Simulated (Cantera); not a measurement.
**Stirred combustor or abatement burner**

A perfectly stirred reactor is fed with 6.35 % CH₄, 18.1 % O₂, 67.9 % N₂, 7.61 % H₂O, equivalence ratio 0.70, at 1000000 Pa; it is adiabatic with a 750 K inlet, and is followed from long to short residence time, starting on the burning branch (τ in s: 0.2, 0.095, 0.046, 0.023, 0.011, 0.0054, 0.0026, 0.0013, 0.00063, 0.00031, 0.00015, 7.3e-05).

Cantera simulation using GRI-Mech 3.0 (53 species, 325 reactions); the numbers are that mechanism's predictions, not measurements.

```json
[
 {"τ (s)": "0.20", "T (K)": "2068", "x CH₄": "4.36e-7", "x O₂": "0.0536", "x CO₂": "0.0632", "x NO": "0.00130", "x H₂O": "0.202", "x HCO": "7.12e-10"},
 {"τ (s)": "0.095", "T (K)": "2069", "x CH₄": "9.05e-7", "x O₂": "0.0539", "x CO₂": "0.0632", "x NO": "0.000753", "x H₂O": "0.202", "x HCO": "1.50e-9"},
 {"τ (s)": "0.046", "T (K)": "2069", "x CH₄": "1.84e-6", "x O₂": "0.0541", "x CO₂": "0.0632", "x NO": "0.000416", "x H₂O": "0.202", "x HCO": "3.09e-9"},
 {"τ (s)": "0.023", "T (K)": "2069", "x CH₄": "3.60e-6", "x O₂": "0.0542", "x CO₂": "0.0631", "x NO": "0.000231", "x H₂O": "0.202", "x HCO": "6.17e-9"},
 {"τ (s)": "0.011", "T (K)": "2069", "x CH₄": "7.23e-6", "x O₂": "0.0543", "x CO₂": "0.0630", "x NO": "0.000126", "x H₂O": "0.202", "x HCO": "1.29e-8"},
 {"τ (s)": "0.0054", "T (K)": "2067", "x CH₄": "1.38e-5", "x O₂": "0.0544", "x CO₂": "0.0629", "x NO": "7.45e-5", "x H₂O": "0.202", "x HCO": "2.64e-8"},
 {"τ (s)": "0.0026", "T (K)": "2064", "x CH₄": "2.57e-5", "x O₂": "0.0545", "x CO₂": "0.0626", "x NO": "4.80e-5", "x H₂O": "0.201", "x HCO": "5.50e-8"},
 {"τ (s)": "0.0013", "T (K)": "2059", "x CH₄": "4.47e-5", "x O₂": "0.0547", "x CO₂": "0.0621", "x NO": "3.52e-5", "x H₂O": "0.201", "x HCO": "1.11e-7"},
 {"τ (s)": "0.00063", "T (K)": "2050", "x CH₄": "7.76e-5", "x O₂": "0.0552", "x CO₂": "0.0613", "x NO": "2.78e-5", "x H₂O": "0.201", "x HCO": "2.31e-7"},
 {"τ (s)": "0.00031", "T (K)": "2036", "x CH₄": "0.000132", "x O₂": "0.0559", "x CO₂": "0.0600", "x NO": "2.32e-5", "x H₂O": "0.200", "x HCO": "4.76e-7"},
 {"τ (s)": "0.00015", "T (K)": "2014", "x CH₄": "0.000232", "x O₂": "0.0572", "x CO₂": "0.0577", "x NO": "1.91e-5", "x H₂O": "0.199", "x HCO": "1.00e-6"},
 {"τ (s)": "7.3e-5", "T (K)": "1978", "x CH₄": "0.000436", "x O₂": "0.0595", "x CO₂": "0.0539", "x NO": "1.46e-5", "x H₂O": "0.197", "x HCO": "2.10e-6"}
]
```
x: mole fraction; the columns are a selection and need not sum to one.
